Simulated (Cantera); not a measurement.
Feed: 1 mol FeCl₂, 0.67 mol O₂, 120 mol H₂, equilibrated at 13.3 mbar.

These are equilibrium values from Cantera (NASA tables, ideal gas, pure condensed phases), not measurements of a reactor. Candidate condensed phases: Fe, FeCl₂, FeCl₃, FeO, Fe(OH)₂, Fe(OH)₃, Fe₂O₃, Fe₃O₄, H₂O; 22 gas species. Rates play no part.

**Question.** Which condensed phases are stable at each of these points (T (K)): 1075, 1125, 1175, 1225, 1275, 1325, 1375, 1425, 1475, 1525, 1575, 1625?

**Answer.** 
```json
[
 {"T (K)": "1075", "condensed phases": "Fe(α)", "Fe condensed (%)": "99.2"},
 {"T (K)": "1125", "condensed phases": "Fe(α)", "Fe condensed (%)": "99.0"},
 {"T (K)": "1175", "condensed phases": "Fe(α)", "Fe condensed (%)": "98.8"},
 {"T (K)": "1225", "condensed phases": "Fe(γ)", "Fe condensed (%)": "98.7"},
 {"T (K)": "1275", "condensed phases": "Fe(γ)", "Fe condensed (%)": "98.5"},
 {"T (K)": "1325", "condensed phases": "Fe(γ)", "Fe condensed (%)": "98.3"},
 {"T (K)": "1375", "condensed phases": "Fe(γ)", "Fe condensed (%)": "98.1"},
 {"T (K)": "1425", "condensed phases": "Fe(γ)", "Fe condensed (%)": "97.9"},
 {"T (K)": "1475", "condensed phases": "Fe(γ)", "Fe condensed (%)": "97.6"},
 {"T (K)": "1525", "condensed phases": "Fe(γ)", "Fe condensed (%)": "97.2"},
 {"T (K)": "1575", "condensed phases": "Fe(γ)", "Fe condensed (%)": "96.6"},
 {"T (K)": "1625", "condensed phases": "Fe(γ)", "Fe condensed (%)": "95.5"}
]
```

From 1075 K to 1175 K the condensed part is Fe(α). From 1225 K to 1625 K the condensed part is Fe(γ).
